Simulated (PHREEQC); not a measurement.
Na2CO3 is added in steps, without added water, to 1 kg of water holding 0.012 mol/kgw Cu(NO3)2, 0.0018 mol/kgw HCl and 0.079 mol/kgw KCl, at 25 °C. Oxygen is held at 0.21 atm. CO2 is held at log p = -3.4 (atm). No solid was allowed to form.

Base run: PHREEQC, ion-association model, wateq4f.dat. Each further column changes one thing. The table gives Cu+2 (mol/kgw).

```csv
Na2CO3 added (mol),base,Davies equation for every ion,metal-ligand complexes left out,Debye-Hückel limiting law
0,0.0111,0.0111,0.0120,0.0115
0.00575,0.00279,(withheld),0.00295,(withheld)
0.0115,9.25e-5,9.93e-5,8.82e-5,0.000115
0.01725,1.99e-6,2.17e-6,1.66e-6,5.20e-6
0.023,5.46e-7,5.97e-7,4.49e-7,(withheld)
0.02875,2.73e-7,2.97e-7,2.40e-7,9.05e-7
0.0345,1.68e-7,1.82e-7,1.63e-7,(withheld)
0.04025,1.15e-7,1.24e-7,1.23e-7,4.46e-7
0.046,8.46e-8,9.05e-8,1.00e-7,3.52e-7
```

Q: Complete the blanks.

A: 
- 0.00575, Davies equation for every ion: 0.00283
- 0.00575, Debye-Hückel limiting law: 0.00294
- 0.023, Debye-Hückel limiting law: 1.65e-6
- 0.0345, Debye-Hückel limiting law: 6.04e-7

In at least one series the solution becomes supersaturated in solids that the run did not let form, among them Cu(OH)2, Malachite, Atacamite, Cu2(OH)3NO3. The database's constant for dissolved Cu(OH)2 is higher than later reviews accept.
